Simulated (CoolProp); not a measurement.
A single-stage vapour-compression cycle with ethane: evaporating at 194.15 K (dew point), condensing at 215.15 K (bubble point), superheat 0 K, subcooling 5 K, compressor efficiency 0.7, no pressure losses. Each further row changes one setting.

The numbers come from the reference Helmholtz-energy equation of state, Bücker 2006 in CoolProp.

```
case                              cooling COP  pressure ratio  discharge temperature (K)  refrigerating effect (kJ/kg)  volumetric capacity (kJ/m³)
--------------------------------  -----------  --------------  -------------------------  ----------------------------  ---------------------------
as stated                                6.05            2.48                      246.0                           436                         1410
evaporating temperature 199.15 K         8.32      (withheld)                      237.7                    (withheld)                         1770
condensing temperature 210.15 K          8.12            2.03                      234.3                           449                         1450
subcooling 10 K                    (withheld)            2.48                      246.0                           449                         1450
superheat 10 K                           5.92            2.48                      257.4                    (withheld)                   (withheld)
compressor efficiency 0.6          (withheld)            2.48                      253.2                           436                         1410
```

Task: Some entries are withheld; supply them.

Result: 
- evaporating temperature 199.15 K, pressure ratio: 1.96
- evaporating temperature 199.15 K, refrigerating effect (kJ/kg): 441
- subcooling 10 K, cooling COP: 6.23
- superheat 10 K, refrigerating effect (kJ/kg): 451
- superheat 10 K, volumetric capacity (kJ/m³): 1380
- compressor efficiency 0.6, cooling COP: 5.19
